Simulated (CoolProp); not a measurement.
The fluoroketone C6F12O (FK-5-1-12) at several states: Z from the reference equation and from simpler models built on Tc = 441.8 K, pc = 1869 kPa, ω = 0.471; each cubic takes its own stable root.

Model: reference Helmholtz-energy equation of state, McLinden 2015, in CoolProp.

```
T (K)  p (kPa)   phase  reference
-----  -------  ------  ---------
235.3      106  liquid   0.009619
455.9      379     gas     0.9348
211.5      217  liquid    0.02115
302.6     1640  liquid     0.1290
276       2540  liquid     0.2087
```

Task: How far does each simpler model (Redlich-Kwong, Soave-Redlich-Kwong, Peng-Robinson) lie from the reference over these 5 states: mean and median of the absolute difference, and the worst?

Result: 
- Redlich-Kwong: mean 12.8 %, median 16.1 %, worst +16.2 % at 211.5 K and 217 kPa
- Soave-Redlich-Kwong: mean 8.1 %, median 9.2 %, worst +11.7 % at 211.5 K and 217 kPa
- Peng-Robinson: mean 1.8 %, median 1.6 %, worst -3.4 % at 302.6 K and 1640 kPa
